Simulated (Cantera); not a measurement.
An isothermal, constant-pressure homogeneous reactor starts with 6.59 % N2O, 93.4 % O2, at 1025 K and 1130 Torr.

Cantera simulation using GRI-Mech 3.0 (53 species, 325 reactions); the numbers are that mechanism's predictions, not measurements. GRI-Mech 3.0 was tuned for natural gas; its chemistry of N2O as a main component is partial and can be far from experiment. The mechanism lacks 2 NO + O2 → 2 NO2 and HONO, so NO2 and the effect of NO are under-described below about 1400 K.

x: mole fraction; the columns are a selection and need not sum to one.

```
t (s)      x N2O   x O2      x NO     x NO2      x O      x N2
--------  ------  -----  --------  --------  -------  --------
0.000100  0.0659  0.934   1.68e-9    <1e-12  3.79e-8   7.35e-8
0.000315  0.0659  0.934   1.06e-8    <1e-12  6.18e-8   2.86e-7
0.000990  0.0659  0.934   4.52e-8  2.49e-12  6.65e-8   1.02e-6
0.00312   0.0659  0.934   1.55e-7  2.94e-11  6.65e-8   3.35e-6
0.00981   0.0659  0.934         …  3.03e-10  6.65e-8         …
0.0309    0.0659  0.934   1.59e-6   2.94e-9  6.64e-8   3.38e-5
0.0972    0.0658  0.934   5.00e-6   2.62e-8  6.64e-8  0.000106
0.306     0.0656  0.934         …         …  6.61e-8         …
0.962     0.0648  0.934   4.81e-5   9.46e-7  6.52e-8   0.00104
3.03      0.0626  0.934  0.000145   3.34e-6  6.24e-8   0.00318
9.53      0.0562  0.934  0.000405   9.80e-6  5.50e-8   0.00921
30.0      0.0415  0.934  0.000939   2.32e-5  4.01e-8    0.0232
```

Q: Complete the blanks.

A: 
- 0.00981, x NO: 5.02e-7
- 0.00981, x N2: 1.07e-5
- 0.306, x NO: 1.56e-5
- 0.306, x NO2: 1.90e-7
- 0.306, x N2: 0.000334
